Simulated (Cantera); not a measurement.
An adiabatic, constant-volume homogeneous reactor starts with CH4 : C2H6 : O2 : N2 = 1 : 0.078 : 3.73 : 14 (molar parts), at 1750 K and 975 Torr.

Detailed kinetics in Cantera: GRI-Mech 3.0 (53 species, 325 reactions).

Q: Predict: time of steepest temperature rise; temperature at 0.200 s; equilibrium temperature; x(O2) at 0.200 s; x(HO2) at 0.200 s; x(NO) at 0.200 s.

A: 
| Quantity | Value |
|---|---|
| time of steepest temperature rise | 38.2 µs |
| temperature at 0.200 s | 2807 K |
| equilibrium temperature | 2807 K |
| x(O2) at 0.200 s | 0.0677 (gas-phase equilibrium 0.0677) |
| x(HO2) at 0.200 s | 1.49e-5 (gas-phase equilibrium 1.49e-5) |
| x(NO) at 0.200 s | 0.0202 (gas-phase equilibrium 0.0202) |
